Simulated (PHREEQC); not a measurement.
Make-up at 25 °C: 0.027 mol/kgw HCl, 0.00017 mol/kgw CuSO4 and 0.0062 mol/kgw MnSO4. Closed to the air; pH follows from the charge balance.

The numbers come from PHREEQC with the ion-association model, wateq4f.dat.

Task: The ionic strength comes out as 0.0432 mol/kgw. What activity coefficients do Cl-, Cu+2, Mn+2, HSO4-, SO4-2 get?

Result: Cl- 0.82, Cu+2 0.50, Mn+2 0.50, HSO4- 0.83, SO4-2 0.48.

This is a speciation only: nothing precipitates in the calculation.
